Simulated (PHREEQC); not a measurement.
Make-up at 90 °C: 6.6 mmol/kgw CdSO4. Closed to the air; pH follows from the charge balance.

The numbers come from PHREEQC with the ion-association model, phreeqc.dat.

Problem. The ionic strength comes out as 0.0172 mol/kgw. What activity coefficients do H+, Cd(SO4)2-2, SO4-2, HSO4-, CdOH+ get?

Solution. H+ 0.88, Cd(SO4)2-2 0.55, SO4-2 0.56, HSO4- 0.86, CdOH+ 0.86.

Precipitation was switched off in this run. Constants without temperature data keep their 25 °C values here.
